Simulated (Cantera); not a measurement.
Equilibrium for aluminium and copper etching: Al + Br2 + N2

Input: 1 mol Al, a varied amount of Br2, 0.28 mol N2, equilibrated at 1573 K and 1.10 mbar.

Method: chemical equilibrium by Gibbs-energy minimisation in Cantera with the NASA 1993 tables (ideal gas, pure condensed phases). Candidate condensed phases: Al, AlBr3, AlN, Br2; 10 gas species. Equilibrium is a limit: real reactors are often held back by kinetics, nucleation or transport.

| n(Br2) (mol) | log p AlBr | log p Br | log p AlBr3 | log p N2 | log p Br2 | n AlN(s) |
|---|---|---|---|---|---|---|
| 0.34 | -3.08 | -4.82 | -3.65 | -4.46 | -8.92 | 0.529 |
| 0.41 | -3.15 | -4.73 | -3.53 | -4.16 | -8.74 | 0.490 |
| 0.5 | -3.20 | -4.68 | -3.47 | -3.93 | -8.63 | 0.419 |
| 0.62 | -3.25 | -4.65 | -3.46 | -3.78 | -8.57 | 0.307 |
| 0.76 | -3.28 | -4.63 | -3.46 | -3.69 | -8.54 | 0.166 |
| 0.93 | -3.31 | -4.62 | -3.46 | -3.63 | -8.51 | 0 |
| 1.1 | -3.46 | -4.47 | -3.32 | -3.63 | -8.22 | 0 |
| 1.4 | -3.94 | -4.15 | -3.16 | -3.65 | -7.58 | 0 |
| 1.7 | -5.15 | -3.57 | -3.19 | -3.74 | -6.40 | 0 |
| 2.1 | -5.89 | -3.27 | -3.35 | -3.91 | -5.82 | 0 |
| 2.6 | -6.27 | -3.16 | -3.50 | -4.05 | -5.59 | 0 |
| 3.1 | -6.48 | -3.11 | -3.61 | -4.16 | -5.49 | 0 |
log p: log10 of the partial pressure in bar; n: condensed amount in mol.

From 0.34 mol Br2 to 0.76 mol Br2 the condensed part is AlN(s). From 0.93 mol Br2 to 3.1 mol Br2 nothing is condensed. The main Al-bearing gas is AlBr at 0.34 mol Br2 and AlBr3 at 3.1 mol Br2.
